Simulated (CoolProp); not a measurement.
Saturation properties of propylene (Tc = 364.2 K, pc = 4.555 MPa, ω = 0.146).

The numbers come from the reference Helmholtz-energy equation of state, Lemmon 2013 in CoolProp.

| T (K) | p (MPa) | liquid density (kg/m³) | vapour density (kg/m³) | enthalpy of vaporisation (kJ/kg) | vapour viscosity (µPa s) | liquid conductivity (mW/(m K)) |
|---|---|---|---|---|---|---|
| 223.7 | [?] | [?] | 2.182 | 440.9 | 6.30 | 146 |
| 230.5 | 0.1263 | 603.9 | 2.896 | 433.3 | 6.49 | 143 |
| 237.3 | 0.1680 | 595.2 | 3.777 | 425.4 | 6.68 | 140 |
| 244.1 | 0.2195 | [?] | 4.851 | 417.2 | 6.88 | 137 |
| 250.8 | 0.2811 | 577.6 | 6.125 | 408.8 | 7.08 | 134 |
| 257.6 | 0.3563 | 568.3 | 7.666 | 399.8 | 7.29 | 131 |
| 264.4 | 0.4457 | 558.8 | 9.493 | 390.4 | 7.51 | 128 |
| 271.2 | 0.5508 | 549.0 | 11.65 | 380.5 | 7.74 | 125 |
| 278 | 0.6733 | 538.9 | 14.17 | 370.1 | 8.00 | 121 |
| 284.8 | [?] | 528.3 | [?] | 358.9 | 8.28 | 118 |
| 291.6 | 0.9770 | 517.3 | 20.54 | 347.1 | 8.58 | 115 |
| 298.4 | 1.162 | 505.8 | 24.54 | 334.4 | 8.92 | 111 |

Q: Fill in the missing entries.

A: 
- 223.7, p (MPa): 0.09316
- 223.7, liquid density (kg/m³): 612.3
- 244.1, liquid density (kg/m³): 586.4
- 284.8, p (MPa): 0.8148
- 284.8, vapour density (kg/m³): 17.11

It boils at 225.5 K under 1 atm.

Viscosity comes from a separate model (Huber 2003), an estimate that may be off by 10 % or more. Thermal conductivity comes from a separate model (Huber 2003), an estimate that may be off by 10 % or more.
